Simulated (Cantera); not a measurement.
Feed: 1 mol Cu₂O, 1300 mol H₂, 4.2 mol H₂O, held at 0.00590 bar.

Method: chemical equilibrium by Gibbs-energy minimisation in Cantera with the NASA 1993 tables (ideal gas, pure condensed phases). Candidate condensed phases: Cu, CuO, Cu(OH)₂, Cu₂O, H₂O; 12 gas species. Kinetics and transport are ignored.

Task: Which condensed phases are stable at each of these points (T (K)): 923, 1023, 1123, 1223, 1323, 1423, 1523, 1623, 1723?

Result: 
```json
[
 {"T (K)": "923", "condensed phases": "Cu(s)", "Cu condensed (%)": "100.0"},
 {"T (K)": "1023", "condensed phases": "Cu(s)", "Cu condensed (%)": "100.0"},
 {"T (K)": "1123", "condensed phases": "Cu(s)", "Cu condensed (%)": "100.0"},
 {"T (K)": "1223", "condensed phases": "Cu(s)", "Cu condensed (%)": "99.7"},
 {"T (K)": "1323", "condensed phases": "Cu(s)", "Cu condensed (%)": "97.0"},
 {"T (K)": "1423", "condensed phases": "Cu(l)", "Cu condensed (%)": "76.9"},
 {"T (K)": "1523", "condensed phases": "gas only", "Cu condensed (%)": "0.0"},
 {"T (K)": "1623", "condensed phases": "gas only", "Cu condensed (%)": "0.0"},
 {"T (K)": "1723", "condensed phases": "gas only", "Cu condensed (%)": "0.0"}
]
```

From 923 K to 1323 K the condensed part is Cu(s). At 1423 K the condensed part is Cu(l). From 1523 K to 1723 K nothing is condensed.
